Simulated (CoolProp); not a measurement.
Properties of n-nonane along the isobar 9.59 MPa.

Model: reference Helmholtz-energy equation of state, Lemmon 2006, in CoolProp. It is a short technical equation, of lower accuracy than the large ones.

| T (K) | phase | density (kg/m³) | expansivity (1/kK) | viscosity (µPa s) |
|---|---|---|---|---|
| 367.7 | liquid | 669.8 | 1.128 | 358 |
| 384.5 | liquid | 657.1 | 1.162 | 314 |
| 401.2 | liquid | 644.2 | 1.201 | 277 |
| 417.9 | liquid | 631.2 | 1.246 | 246 |
| 434.7 | liquid | 617.9 | 1.296 | 220 |
| 451.4 | liquid | 604.4 | 1.354 | 197 |
| 468.2 | liquid | 590.5 | 1.419 | 177 |
| 484.9 | liquid | 576.3 | 1.493 | 159 |
| 501.6 | liquid | 561.7 | 1.578 | 143 |

Viscosity comes from a separate model (Huber 2004).
